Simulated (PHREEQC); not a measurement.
Make-up at 20 °C: 1.2 mol CaCl2, 0.018 mol Na2B4O7 and 2.4 mol NaCl per kg of water. Closed to the air; pH follows from the charge balance.

Computed with PHREEQC (Pitzer model, pitzer.dat).

```yaml
pH: 7.26
ionic_strength: 5.98 mol/kgw
activity_of_water: 0.817
density: 1.180 g/cm³
osmotic_coefficient: 1.325
total_alkalinity: 36.0 meq/kg
```

| species | molality | activity | log γ |
|---|---|---|---|
| Cl- | 4.80 | 2.90 | -0.219 |
| Na+ | 2.44 | 3.72 | 0.184 |
| Ca+2 | 1.17 | 2.36 | 0.304 |
| B(OH)3 | 0.0342 | 0.0511 | 0.174 |
| CaB(OH)4+ | 0.0280 | 0.0467 | 0.222 |
| B(OH)4- | 0.00684 | 0.000443 | -1.188 |
| B3O3(OH)4- | 0.000632 | 0.000109 | -0.763 |
| B4O5(OH)4-2 | 0.000263 | 3.11e-7 | -2.927 |
| OH- | 1.38e-6 | 1.03e-7 | -1.128 |
| H+ | 1.13e-8 | 5.43e-8 | 0.683 |

No solid was allowed to form. In brines, pH and single-ion activities rest on the MacInnes convention.
